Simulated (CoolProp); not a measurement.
Methane at several states: Z from the reference equation and from simpler models built on Tc = 190.6 K, pc = 4.599 MPa, ω = 0.011; each cubic takes its own stable root.

The numbers come from the reference Helmholtz-energy equation of state, Setzmann 1991 in CoolProp.

```tsv
T (K)	p (MPa)	phase	reference
149.5	0.0289	gas	0.9958
173.6	7.21	liquid	0.2475
284.8	11.8	supercritical	0.7990
412.8	3.94	gas	0.9871
```

Q: How far does each simpler model (van der Waals, Redlich-Kwong, Soave-Redlich-Kwong) lie from the reference over these 4 states: mean and median of the absolute difference, and the worst?

A: 
- van der Waals: mean 11.6 %, median 3.4 %, worst +39.5 % at 173.6 K and 7.21 MPa
- Redlich-Kwong: mean 1.8 %, median 0.6 %, worst +5.9 % at 173.6 K and 7.21 MPa
- Soave-Redlich-Kwong: mean 2.3 %, median 1.6 %, worst +6.1 % at 173.6 K and 7.21 MPa
